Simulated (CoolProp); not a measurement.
Saturation properties of C3F8 (R218) (Tc = 71.9 °C, pc = 2640 kPa, ω = 0.317).

Computed with CoolProp (reference Helmholtz-energy equation of state, Lemmon 2006). It is a short technical equation, of lower accuracy than the large ones.

| T (°C) | p (kPa) | vapour density (kg/m³) | surface tension (mN/m) | liquid viscosity (µPa s) | liquid conductivity (mW/(m K)) |
|---|---|---|---|---|---|
| -24.75 | 169.4 | 16.68 | 9.10 | 359 | 58.8 |
| -12.35 | 271.7 | 26.28 | 7.69 | 296 | 55.3 |
| -0.05 | 413.8 | 39.75 | 6.34 | 245 | 52.0 |
| 12.25 | 605.6 | 58.50 | 5.04 | 203 | 48.6 |
| 24.65 | 859.3 | 84.84 | 3.79 | 168 | 45.4 |
| 36.95 | 1182 | 122.0 | 2.62 | 137 | 42.2 |
| 49.25 | 1590 | 178.0 | 1.54 | 109 | 39.3 |
| 61.55 | 2102 | 276.3 | 0.589 | 81.3 | 37.0 |

It boils at -36.8 °C under 1 atm.

Viscosity comes from a separate model (Huber 2003), an estimate that may be off by 10 % or more. Thermal conductivity comes from a separate model (Huber 2003), an estimate that may be off by 10 % or more. Surface tension comes from a separate correlation (Mulero 2012).
